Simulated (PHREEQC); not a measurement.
Solution (25 °C): 0.17 mol CuCl2 and 0.22 mol H3BO3 per kg of water. Closed to the air; pH follows from the charge balance.

Model: ion-association model, phreeqc.dat, run in PHREEQC.

Each row changes one thing in this solution. No solid was allowed to form.

```csv
case,pH,ionic strength (mol/kgw),Cl- (mol/kgw),Cu+2 (mol/kgw),CuCl+ (mol/kgw),CuCl2 (mol/kgw)
as made,4.16,0.445,0.307,0.139,0.0295,0.00190
0.0058 mol/kgw CO2 added,…,0.445,0.307,0.138,0.0295,0.00190
CuCl2 from 0.17 to 0.085 mol/kgw,…,0.234,0.159,0.0746,0.00995,0.000401
diluted 5-fold with water,…,0.0973,0.0657,…,0.00225,…
```

Task: Complete the blanks.

Result: 
- 0.0058 mol/kgw CO2 added, pH: 3.63
- CuCl2 from 0.17 to 0.085 mol/kgw, pH: 4.28
- diluted 5-fold with water, pH: 4.48
- diluted 5-fold with water, Cu+2 (mol/kgw): 0.0317
- diluted 5-fold with water, CuCl2 (mol/kgw): 4.60e-5

Species that the database lacks are ignored.
